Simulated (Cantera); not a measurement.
# Hydrocarbon pyrolysis for carbon deposition

A perfectly stirred reactor is fed with C2H6 : N2 = 1 : 46 (molar parts), at 10.00 Torr; it is held at 1925 K, and followed from long to short residence time.

Detailed kinetics in Cantera: GRI-Mech 3.0 (53 species, 325 reactions). GRI-Mech 3.0 stops at C3 and has no aromatics, soot or wall deposition, so with more carbon than oxygen in the feed, carbon stays in small species such as C2H2 where larger ones or solid carbon would form. Radical loss at walls, strong at low pressure, is not modelled.

```json
[
 {"τ (s)": "2.8", "x C2H6": "9.17e-7", "x CH4": "0.000322", "x CH3": "0.000160", "x C2H4": "6.26e-6", "x CH2": "4.39e-6"},
 {"τ (s)": "1.0", "x C2H6": "2.58e-6", "x CH4": "0.000562", "x CH3": "0.000279", "x C2H4": "1.80e-5", "x CH2": "7.20e-6"},
 {"τ (s)": "0.38", "x C2H6": "6.75e-6", "x CH4": "0.000895", "x CH3": "0.000465", "x C2H4": "4.67e-5", "x CH2": "1.14e-5"},
 {"τ (s)": "0.14", "x C2H6": "1.80e-5", "x CH4": "0.00137", "x CH3": "0.000780", "x C2H4": "0.000119", "x CH2": "1.81e-5"},
 {"τ (s)": "0.051", "x C2H6": "4.82e-5", "x CH4": "0.00199", "x CH3": "0.00131", "x C2H4": "0.000294", "x CH2": "2.83e-5"},
 {"τ (s)": "0.019", "x C2H6": "0.000125", "x CH4": "0.00268", "x CH3": "0.00218", "x C2H4": "0.000673", "x CH2": "4.28e-5"},
 {"τ (s)": "0.0069", "x C2H6": "0.000327", "x CH4": "0.00334", "x CH3": "0.00365", "x C2H4": "0.00147", "x CH2": "6.26e-5"},
 {"τ (s)": "0.0025", "x C2H6": "0.000852", "x CH4": "0.00363", "x CH3": "0.00603", "x C2H4": "0.00289", "x CH2": "8.63e-5"},
 {"τ (s)": "0.00093", "x C2H6": "0.00213", "x CH4": "0.00312", "x CH3": "0.00935", "x C2H4": "0.00463", "x CH2": "0.000107"},
 {"τ (s)": "0.00034", "x C2H6": "0.00518", "x CH4": "0.00181", "x CH3": "0.0127", "x C2H4": "0.00512", "x CH2": "0.000109"}
]
```
x: mole fraction; the columns are a selection and need not sum to one.
